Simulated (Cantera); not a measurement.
An adiabatic, constant-pressure homogeneous reactor starts with CH₄ : CO : O₂ : N₂ = 1 : 0.066 : 4.24 : 15.9 (molar parts), equivalence ratio 0.48, at 1550 K and 15000 Torr. Integrator tolerance rtol = 1e-08.

Computed with Cantera and GRI-Mech 3.0 (53 species, 325 reactions). The pressure lies above the range GRI-Mech 3.0 was tuned for (to about 10 atm).

Question: What does this change do: 0.1 parts H2 added?

Answer: 
```tsv
quantity	before	after
time of steepest temperature rise	53.4 µs	37.7 µs
temperature at 0.100 s	2480 K	2501 K
equilibrium temperature	2480 K	2501 K
x(CH₄) at 0.100 s	<1e-12 (gas-phase equilibrium <1e-12)	<1e-12 (gas-phase equilibrium <1e-12)
x(CO) at 0.100 s	0.00118 (gas-phase equilibrium 0.00118)	0.00133 (gas-phase equilibrium 0.00133)
x(O₂) at 0.100 s	0.0957 (gas-phase equilibrium 0.0957)	0.0929 (gas-phase equilibrium 0.0929)
x(CH₃) at 0.100 s	<1e-12 (gas-phase equilibrium <1e-12)	<1e-12 (gas-phase equilibrium <1e-12)
x(NO₂) at 0.100 s	3.99e-5 (gas-phase equilibrium 3.99e-5)	3.93e-5 (gas-phase equilibrium 3.93e-5)
x(CH₂O) at 0.100 s	3.37e-12 (gas-phase equilibrium 3.37e-12)	4.48e-12 (gas-phase equilibrium 4.48e-12)
x(O) at 0.100 s	0.000911 (gas-phase equilibrium 0.000911)	0.000997 (gas-phase equilibrium 0.000997)
```

Question: What does this change do: 0.069 parts C2H6 added?

Answer: 
| quantity | before | after |
|---|---|---|
| time of steepest temperature rise | 53.4 µs | 26.8 µs |
| temperature at 0.100 s | 2480 K | 2564 K |
| equilibrium temperature | 2480 K | 2564 K |
| x(CH₄) at 0.100 s | <1e-12 (gas-phase equilibrium <1e-12) | <1e-12 (gas-phase equilibrium <1e-12) |
| x(CO) at 0.100 s | 0.00118 (gas-phase equilibrium 0.00118) | 0.00216 (gas-phase equilibrium 0.00216) |
| x(O₂) at 0.100 s | 0.0957 (gas-phase equilibrium 0.0957) | 0.0833 (gas-phase equilibrium 0.0833) |
| x(CH₃) at 0.100 s | <1e-12 (gas-phase equilibrium <1e-12) | <1e-12 (gas-phase equilibrium <1e-12) |
| x(NO₂) at 0.100 s | 3.99e-5 (gas-phase equilibrium 3.99e-5) | 3.67e-5 (gas-phase equilibrium 3.67e-5) |
| x(CH₂O) at 0.100 s | 3.37e-12 (gas-phase equilibrium 3.37e-12) | 1.08e-11 (gas-phase equilibrium 1.08e-11) |
| x(O) at 0.100 s | 0.000911 (gas-phase equilibrium 0.000911) | 0.00128 (gas-phase equilibrium 0.00128) |
